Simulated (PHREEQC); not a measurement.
A column of 0.1 m (30 cells, dispersivity 0.0035 m, 300 s a shift, diffusion coefficient 3e-10 m²/s) holds 0.00029 eq of the database's cation exchanger X per kg of pore water, first in equilibrium with 1.8 mmol/kgw ZnCl2 and 0.01 mmol/kgw HCl. It is flushed with 0.38 mmol/kgw MnCl2 and 0.01 mmol/kgw HCl, at 40 °C. Values are for the last cell. CO2 from the air is kept out. No solid was allowed to form.

Model: ion-association model, phreeqc.dat, run in PHREEQC.

```
pore volumes  Mn in solution (mol/kgw)  Zn in solution (mol/kgw)  Cl in solution (mol/kgw)
------------  ------------------------  ------------------------  ------------------------
0                                    0                   0.00180                   0.00361
0.1167                               0                   0.00180                   0.00361
0.3167                        2.57e-10                   0.00180                   0.00361
0.4167                         8.28e-8                   0.00180                   0.00361
0.5167                         1.69e-6                   0.00179                   0.00359
0.7167                         3.10e-5                   0.00159                   0.00324
0.8167                         6.34e-5                   0.00136                   0.00286
0.9167                        0.000101                   0.00110                   0.00241
1.017                         0.000135                  0.000844                   0.00197
1.217                         0.000187                  0.000465                   0.00131
1.317                         0.000207                  0.000345                   0.00111
1.417                         0.000224                  0.000260                  0.000979
1.617                         0.000259                  0.000156                  0.000842
1.717                         0.000277                  0.000124                  0.000811
1.817                         0.000293                   9.85e-5                  0.000793
2.017                         0.000321                   6.27e-5                  0.000777
2.117                         0.000332                   4.98e-5                  0.000774
2.217                         0.000342                   3.94e-5                  0.000772
2.317                         0.000349                   3.10e-5                  0.000771
2.517                         0.000361                   1.89e-5                  0.000770
2.617                         0.000365                   1.47e-5                  0.000770
2.717                         0.000369                   1.13e-5                  0.000770
2.917                         0.000373                   6.58e-6                  0.000770
3.017                         0.000375                   4.98e-6                  0.000770
```

Species that the database lacks are ignored. Constants without temperature data keep their 25 °C values here.
